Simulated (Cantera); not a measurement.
# Equilibrium for fluorocarbon and chlorocarbon gases: CCl4 + CH4 + H2

Charge: 1 mol CCl4, 0.12 mol CH4, 0.11 mol H2, at 0.00133 bar.

Cantera equilibrium calculation (NASA polynomials, part measured and part estimated; ideal gas, pure solids and liquids). Candidate condensed phases: C, C6H6, C7H8, C8H18; 91 gas species. The tables' values for CCl are old estimates; treat these amounts as uncertain. The numbers say what is thermodynamically allowed, not how fast it happens.

From 3000 K to 3450 K nothing is condensed. The main C-bearing gas is C3 at 3000 K and C at 3450 K.

| T (K) | log p Cl | log p C | log p H | log p C3 | log p C2 | log p HCl | log p H2 |
|---|---|---|---|---|---|---|---|
| 3000 | -2.99 | -4.50 | -3.77 | -4.12 | -4.91 | -4.99 | -5.94 |
| 3050 | -2.99 | -4.38 | -3.77 | -4.14 | -4.84 | -5.12 | -6.06 |
| 3100 | -2.99 | -4.27 | -3.77 | -4.18 | -4.79 | -5.24 | -6.19 |
| 3150 | -3.00 | -4.17 | -3.76 | -4.23 | -4.75 | -5.37 | -6.31 |
| 3200 | -3.00 | -4.07 | -3.77 | -4.29 | -4.71 | -5.49 | -6.43 |
| 3250 | -3.00 | -3.98 | -3.77 | -4.36 | -4.69 | -5.61 | -6.55 |
| 3300 | -3.01 | -3.90 | -3.77 | -4.45 | -4.68 | -5.73 | -6.67 |
| 3350 | -3.01 | -3.83 | -3.78 | -4.56 | -4.69 | -5.85 | -6.78 |
| 3400 | -3.02 | -3.78 | -3.78 | -4.69 | -4.71 | -5.96 | -6.90 |
| 3450 | -3.02 | -3.73 | -3.78 | -4.85 | -4.75 | -6.07 | -7.01 |
log p: log10 of the partial pressure in bar; nothing condenses.
